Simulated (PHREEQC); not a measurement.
Solution A (23 mmol/kgw HF and 52 mmol/kgw NaF) is mixed with solution B (4.2 mmol/kgw H2SO4 and 2.6 mmol/kgw KCl) at 25 °C; shares are by mass of water, 1 kg in all. O2 is buffered at 0.21 atm. The system is closed to CO2. Precipitation was switched off in this run.

Computed with PHREEQC (ion-association model, phreeqc.dat).

```
share of solution B    pH  SO4-2 (mol/kgw)  F- (mol/kgw)  HSO4- (mol/kgw)  HF (mol/kgw)  HF2- (mol/kgw)
-------------------  ----  ---------------  ------------  ---------------  ------------  --------------
0                    3.48                0        0.0479                0        0.0191         0.00351
0.1                  3.45         0.000372        0.0427          7.25e-6        0.0182         0.00297
0.2                   ___         0.000749           ___          1.60e-5        0.0172         0.00246
0.3                  3.39          0.00113        0.0319          2.68e-5        0.0161             ___
0.4                  3.34          0.00151        0.0265          4.09e-5        0.0151         0.00153
0.5                  3.28          0.00190        0.0211          6.05e-5        0.0139         0.00113
0.6                  3.20              ___        0.0157          9.07e-5        0.0127        0.000762
0.7                  3.07          0.00266        0.0103         0.000145        0.0112        0.000444
0.8                  2.87          0.00297       0.00525         0.000270       0.00934        0.000188
0.9                  2.53          0.00307       0.00151         0.000626       0.00592             ___
1                    2.19          0.00288             0          0.00129             0               0
```

### Question
Some entries are withheld; supply them.

### Answer

- 0.2, pH: 3.42
- 0.2, F- (mol/kgw): 0.0373
- 0.3, HF2- (mol/kgw): 0.00198
- 0.6, SO4-2 (mol/kgw): 0.00229
- 0.9, HF2- (mol/kgw): 3.43e-5
